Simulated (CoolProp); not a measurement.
The numbers come from the reference Helmholtz-energy equation of state, Zhou 2016 in CoolProp.

**Question.** Give the vapour pressure (MPa), liquid density (kg/m³), vapour density (kg/m³), surface tension (mN/m) of saturated R245ca at 81.95 °C.

**Answer.** 
| T (°C) | p (MPa) | liquid density (kg/m³) | vapour density (kg/m³) | surface tension (mN/m) |
|---|---|---|---|---|
| 81.95 | 0.601 | 1230 | 31.6 | 9.05 |

Surface tension comes from a separate correlation (Mulero 2012).
